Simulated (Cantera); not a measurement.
Cantera run:

```python
import numpy as np
import cantera as ct

gas_names = [...]  # 47 gases of nasa_gas.yaml made of Cl, H, N, O, Si
cond_names = """
    H2O(s) H2O(L) NH4CL(a) NH4CL(b) Si(cr) Si(L) SiO2(Lqz) SiO2(hqz) SiO2(L) Si2N2O(s) Si3N4(a)
""".split()


# ... load() reads the species with a 1 bar reference pressure and builds the phases ...
atoms = {
    'SiH2Cl2': {'Si': 1, 'H': 2, 'CL': 2},
    'O2': {'O': 2},
    'N2': {'N': 2},
}
top_T = {'Si2N2O(s)': 2100, 'Si3N4(a)': 2400}  # K; cautious upper limits of use, not melting points


# ... equilibrate(T, P, feed) seeds the gas with the atoms and calls Mixture.equilibrate('TP', solver="vcs", rtol=1e-11, max_steps=5000) ...
results = []
feed = {'SiH2Cl2': 1, 'O2': 0.079, 'N2': 120}  # mol
P = 1100  # Pa
for T in [873, 1023, 1173, 1323, 1473, 1623, 1773, 1923]:
    mix = equilibrate(T, P, feed)
    results.append((T, P, feed, dict(zip(mix.species_names, mix.species_moles))))

top = {s: max(r[3][s] / sum(r[3][g] for g in gas_names) for r in results) for s in gas_names}
cols = sorted((s for s in top if top[s] > 0.0001), key=lambda s: -top[s])[:6]
seen = [c for c in cond_names if any(r[3].get(c, 0) > 1e-12 for r in results)]
print("log10 of partial pressures in bar; condensed amounts in mol")
print(f"{'T/K':>10s}" + "".join(f"{s[:9]:>10s}" for s in cols + seen))
for T, P, feed, n in results:
    ng = sum(n[g] for g in gas_names)
    print(f"{T:10.4g}" + "".join(f"{np.log10(max(n[s] / ng * P / 1e5, 1e-99)):10.3f}" for s in cols)
          + "".join(f"{n.get(c, 0):10.4g}" for c in seen))
```

Result:

```
log10 of partial pressures in bar; condensed amounts in mol
       T/K        N2       HCL        H2     SiCL2       SiO     SiCL4 Si2N2O(s)  Si3N4(a)
       873    -1.965    -3.853    -4.688   -10.688   -21.466    -4.989     0.158    0.1903
      1023    -1.965    -3.834    -4.761    -8.246   -16.307    -5.064     0.158     0.196
      1173    -1.966    -3.824    -4.808    -6.450   -12.487    -5.142     0.158    0.1982
      1323    -1.966    -3.833    -4.765    -5.185    -9.547    -5.429     0.158    0.1824
      1473    -1.966    -3.923    -4.513    -4.565    -7.218    -6.417    0.1573      0.12
      1623    -1.966    -4.107    -4.293    -4.302    -5.328    -7.696     0.106   0.05858
      1773    -1.966    -4.340    -4.180    -4.181    -4.847    -8.940         0   0.02715
      1923    -1.967    -4.309    -4.210    -4.211    -4.848    -9.536         0         0
```

Cantera equilibrium calculation (NASA polynomials, part measured and part estimated; ideal gas, pure solids and liquids). N2 is the only nitrogen source here; it is nearly inert below about 1500 K, so the nitride shown seldom forms there in practice. Mutual solubility and eutectic melting of coexisting phases are not modelled. The tables' values for SiCl, SiCl3, SiN are old estimates; treat these amounts as uncertain.
